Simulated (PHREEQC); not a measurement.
A solution holds 5.8 mol/kgw NaBr, 0.032 mol/kgw Na2SO4 and 0.063 mol/kgw MgCl2, at 23 °C. Closed to the air; pH follows from the charge balance.

The numbers come from PHREEQC with the Pitzer model, pitzer.dat.

ionic strength: 6.08 mol/kgw
activity of water: 0.741
density: 1.382 g/cm³
osmotic coefficient: 1.399

```csv
species,molality,activity,log γ
Na+,5.86,11.8,0.306
Br-,5.80,4.60,-0.101
Cl-,0.126,0.0770,-0.214
Mg+2,0.0630,1.23,1.292
SO4-2,0.0320,0.000153,-2.321
MgOH+,5.81e-7,2.77e-7,-0.321
H+,4.62e-7,4.30e-6,0.968
HSO4-,1.27e-7,5.92e-8,-0.331
OH-,8.35e-9,1.50e-9,-0.747
```

Precipitation was switched off in this run.
